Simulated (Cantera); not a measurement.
A perfectly stirred reactor is fed with H2 : O2 : N2 = 1 : 0.385 : 1.45 (molar parts), at 0.560 bar; it is adiabatic with a 725 K inlet, and is followed from long to short residence time, starting on the burning branch (τ in s: 0.032, 0.017, 0.0088, 0.0046, 0.0024, 0.0013, 0.00067, 0.00035, 0.00019, 9.8e-05, 5.2e-05, 2.7e-05).

Detailed kinetics in Cantera: the H2/O2 subset of GRI-Mech 3.0, which has no nitrogen chemistry.

Problem. Predict: blow-out, bracketed by the residence times tried; x(H2) at τ = 32.0 ms; x(O2) at τ = 32.0 ms; x(H2O2) at τ = 32.0 ms; x(O) at τ = 32.0 ms; x(H) at τ = 32.0 ms; x(H2) at τ = 0.670 ms; x(O2) at τ = 0.670 ms; x(H2O2) at τ = 0.670 ms; x(O) at τ = 0.670 ms; x(H) at τ = 0.670 ms.

Solution. blow-out, bracketed by the residence times tried: burning at 27.0 µs, the shortest tried
x(H2) at τ = 32.0 ms: 0.0938
x(O2) at τ = 32.0 ms: 0.00138
x(H2O2) at τ = 32.0 ms: 6.37e-8
x(O) at τ = 32.0 ms: 0.00105
x(H) at τ = 32.0 ms: 0.0149
x(H2) at τ = 0.670 ms: 0.0952
x(O2) at τ = 0.670 ms: 0.00771
x(H2O2) at τ = 0.670 ms: 1.83e-7
x(O) at τ = 0.670 ms: 0.00618
x(H) at τ = 0.670 ms: 0.0487
